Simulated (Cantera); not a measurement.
Input (Python, Cantera) and output of one run.

```python
import numpy as np
import cantera as ct

gas_names = [...]  # 139 gases of nasa_gas.yaml made of C, H, N, O, Ti
cond_names = """
    C(gr) C6H6(L) C7H8(L) C8H18(L),n-octa H2O(s) H2O(L) Ti(a) Ti(b) Ti(L) TiC(s) TiC(L) TiN(s) TiN(L)
    TiO(a) TiO(b) TiO(L) TiO2(ru) TiO2(L) Ti2O3(a) Ti2O3(b) Ti2O3(L) Ti3O5(a) Ti3O5(b) Ti3O5(L) Ti4O7(s)
    Ti4O7(L)
""".split()


# ... load() reads the species with a 1 bar reference pressure and builds the phases ...
atoms = {
    'Ti(OiPr)4': {'Ti': 1, 'C': 12, 'H': 28, 'O': 4},
    'N2': {'N': 2},
    'H2': {'H': 2},
}
top_T = {'C(gr)': 4500}  # K; cautious upper limits of use, not melting points


# ... equilibrate(T, P, feed) seeds the gas with the atoms and calls Mixture.equilibrate('TP', solver="vcs", rtol=1e-11, max_steps=5000) ...
results = []
feed = {'Ti(OiPr)4': 1, 'N2': 0.53, 'H2': 8.2}  # mol
P = 590  # Pa
for T in [1498, 1548, 1598, 1648, 1698, 1748, 1798, 1848, 1898, 1948, 1998, 2048]:
    mix = equilibrate(T, P, feed)
    results.append((T, P, feed, dict(zip(mix.species_names, mix.species_moles))))

top = {s: max(r[3][s] / sum(r[3][g] for g in gas_names) for r in results) for s in gas_names}
cols = sorted((s for s in top if top[s] > 0.0001), key=lambda s: -top[s])[:5]
seen = [c for c in cond_names if any(r[3].get(c, 0) > 1e-12 for r in results)]
print("log10 of partial pressures in bar; condensed amounts in mol")
print(f"{'T/K':>10s}" + "".join(f"{s[:9]:>10s}" for s in cols + seen))
for T, P, feed, n in results:
    ng = sum(n[g] for g in gas_names)
    print(f"{T:10.4g}" + "".join(f"{np.log10(max(n[s] / ng * P / 1e5, 1e-99)):10.3f}" for s in cols)
          + "".join(f"{n.get(c, 0):10.4g}" for c in seen))
```

Result:

```
log10 of partial pressures in bar; condensed amounts in mol
       T/K        H2        CO         H        N2       HCN     C(gr)    TiC(s)
      1498    -2.310    -3.054    -5.920    -3.933    -6.104     6.996         1
      1548    -2.310    -3.054    -5.667    -3.934    -5.955     6.994         1
      1598    -2.310    -3.054    -5.429    -3.935    -5.817     6.992         1
      1648    -2.310    -3.054    -5.206    -3.936    -5.687     6.988         1
      1698    -2.311    -3.054    -4.995    -3.937    -5.565     6.984         1
      1748    -2.311    -3.055    -4.797    -3.939    -5.451     6.978         1
      1798    -2.312    -3.055    -4.609    -3.942    -5.343     6.971         1
      1848    -2.313    -3.055    -4.432    -3.945    -5.242     6.961         1
      1898    -2.315    -3.056    -4.264    -3.948    -5.147     6.949         1
      1948    -2.317    -3.057    -4.105    -3.952    -5.057     6.934         1
      1998    -2.320    -3.058    -3.955    -3.958    -4.973     6.915         1
      2048    -2.324    -3.060    -3.812    -3.964    -4.895     6.892         1
```

These are equilibrium values from Cantera (NASA tables, ideal gas, pure condensed phases), not measurements of a reactor. The feed counts by its element totals alone. TiC: taken at fixed stoichiometry.
